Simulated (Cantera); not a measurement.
Cantera run:

```python
import numpy as np
import cantera as ct

gas_names = """
    AL ALCL ALCL2 ALCL3 ALN AL2 AL2CL6 CL CL2 N N2
""".split()
cond_names = """
    AL(cr) AL(L) ALCL3(s) ALCL3(L) ALN(s)
""".split()


# ... load() reads the species with a 1 bar reference pressure and builds the phases ...
atoms = {
    'AlN': {'AL': 1, 'N': 1},
    'Cl2': {'CL': 2},
}
top_T = {'ALN(s)': 2750}  # K; cautious upper limits of use, not melting points


# ... equilibrate(T, P, feed) seeds the gas with the atoms and calls Mixture.equilibrate('TP', solver="vcs", rtol=1e-11, max_steps=5000) ...
results = []
feed = {'AlN': 1, 'Cl2': 1.8}  # mol
P = 130  # Pa
for T in [773, 848, 923, 998, 1073, 1148, 1223, 1298, 1373, 1448, 1523, 1598]:
    mix = equilibrate(T, P, feed)
    results.append((T, P, feed, dict(zip(mix.species_names, mix.species_moles))))

top = {s: max(r[3][s] / sum(r[3][g] for g in gas_names) for r in results) for s in gas_names}
cols = sorted((s for s in top if top[s] > 0.0001), key=lambda s: -top[s])[:9]
seen = [c for c in cond_names if any(r[3].get(c, 0) > 1e-12 for r in results)]
print("log10 of partial pressures in bar; condensed amounts in mol")
print(f"{'T/K':>10s}" + "".join(f"{s[:9]:>10s}" for s in cols + seen))
for T, P, feed, n in results:
    ng = sum(n[g] for g in gas_names)
    print(f"{T:10.4g}" + "".join(f"{np.log10(max(n[s] / ng * P / 1e5, 1e-99)):10.3f}" for s in cols)
          + "".join(f"{n.get(c, 0):10.4g}" for c in seen))
```

Output:

```
log10 of partial pressures in bar; condensed amounts in mol
       T/K     ALCL3        N2        CL       CL2    AL2CL6     ALCL2
       773    -3.144    -3.441    -7.142    -3.663    -5.494   -17.432
       848    -3.142    -3.442    -6.404    -3.664    -6.196   -15.625
       923    -3.142    -3.443    -5.785    -3.666    -6.781   -14.116
       998    -3.142    -3.443    -5.259    -3.671    -7.275   -12.834
      1073    -3.144    -3.445    -4.810    -3.683    -7.697   -11.730
      1148    -3.148    -3.449    -4.427    -3.710    -8.065   -10.766
      1223    -3.155    -3.456    -4.107    -3.767    -8.391    -9.908
      1298    -3.166    -3.467    -3.850    -3.872    -8.686    -9.128
      1373    -3.179    -3.480    -3.662    -4.047    -8.955    -8.397
      1448    -3.192    -3.493    -3.543    -4.304    -9.193    -7.694
      1523    -3.201    -3.502    -3.480    -4.626    -9.400    -7.012
      1598    -3.205    -3.506    -3.452    -4.975    -9.580    -6.364
```

Equilibrium computed with Cantera from the NASA thermochemical tables; the gas is ideal and each condensed phase is pure. The tables' values for AlCl2 are old estimates; treat these amounts as uncertain.
